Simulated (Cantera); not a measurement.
A Cantera script and its output.

```python
import numpy as np
import cantera as ct

gas = ct.Solution("gri30.yaml")
gas.TPX = 650, 500000, {'CO': 1, 'H2': 0.034, 'O2': 0.369, 'N2': 1.39}
flame = ct.FreeFlame(gas, width=0.013)
flame.set_refine_criteria(ratio=3, slope=0.08, curve=0.16)
flame.transport_model = "mixture-averaged"
flame.solve(loglevel=0, auto=True)
z, T = flame.grid, flame.T
thick = (T[-1] - T[0]) / np.gradient(T, z).max()
show = ['CO', 'H2', 'O2', 'H', 'H2O2', 'CO2']
print(f"laminar burning velocity  {flame.velocity[0] * 100:.3f} cm/s")
print(f"burnt temperature         {T[-1]:.1f} K")
print(f"thermal thickness         {thick * 1e3:.4f} mm")
print(f"grid points               {len(z)}")
z0 = z[flame.heat_release_rate.argmax()]
print(f"{'z/mm':>9s}{'T/K':>9s}{'u/(m/s)':>9s}" + "".join(f"{s:>11s}" for s in show))
rows = []
for k in (-3, -2, -1.5, -1, -0.5, -0.25, 0, 0.25, 0.5, 1, 2, 4, 8):
    zz = z0 + k * thick
    rows.append([k * thick, np.interp(zz, z, T), np.interp(zz, z, flame.velocity),
                 *(np.interp(zz, z, flame.X[gas.species_index(s)]) for s in show)])
    print(f"{rows[-1][0] * 1e3:9.3f}{rows[-1][1]:9.1f}{rows[-1][2]:9.3f}" + "".join(f"{x:11.3e}" for x in rows[-1][3:]))
```

Result:

```
laminar burning velocity  128.439 cm/s
burnt temperature         2619.2 K
thermal thickness         0.1415 mm
grid points               114
     z/mm      T/K  u/(m/s)         CO         H2         O2          H       H2O2        CO2
   -0.424    650.0    1.284  3.580e-01  1.215e-02  1.321e-01  6.413e-15  2.711e-10  2.371e-09
   -0.283    650.0    1.284  3.581e-01  1.204e-02  1.321e-01  2.476e-13  1.021e-08  1.265e-07
   -0.212    650.2    1.284  3.582e-01  1.184e-02  1.322e-01  2.542e-12  8.426e-08  1.379e-06
   -0.141    651.5    1.286  3.583e-01  1.125e-02  1.322e-01  4.130e-11  8.182e-07  1.731e-05
   -0.071    692.1    1.363  3.571e-01  9.099e-03  1.312e-01  3.734e-07  2.596e-05  1.285e-03
   -0.035    938.9    1.833  3.413e-01  6.442e-03  1.214e-01  2.201e-04  6.717e-05  1.768e-02
    0.000   1409.8    2.685  2.906e-01  2.701e-03  8.966e-02  2.576e-03  3.689e-06  7.606e-02
    0.035   1747.6    3.238  2.358e-01  1.089e-03  5.605e-02  5.013e-03  4.924e-07  1.429e-01
    0.071   1942.5    3.535  2.047e-01  1.010e-03  3.931e-02  5.557e-03  2.400e-07  1.825e-01
    0.141   2140.8    3.834  1.821e-01  1.099e-03  2.857e-02  4.361e-03  1.268e-07  2.121e-01
    0.283   2315.8    4.095  1.658e-01  1.066e-03  2.114e-02  2.633e-03  7.051e-08  2.337e-01
    0.566   2454.7    4.295  1.511e-01  9.733e-04  1.425e-02  1.533e-03  4.075e-08  2.527e-01
    1.132   2552.8    4.432  1.397e-01  8.940e-04  8.694e-03  9.271e-04  2.527e-08  2.673e-01
```

Cantera simulation using GRI-Mech 3.0 (53 species, 325 reactions); the numbers are that mechanism's predictions, not measurements. The hydrogen kinetics of GRI-Mech 3.0 are dated; newer H2 mechanisms differ, most at raised pressure. Burning velocities carry a grid error of a few per cent, more on coarse grids.
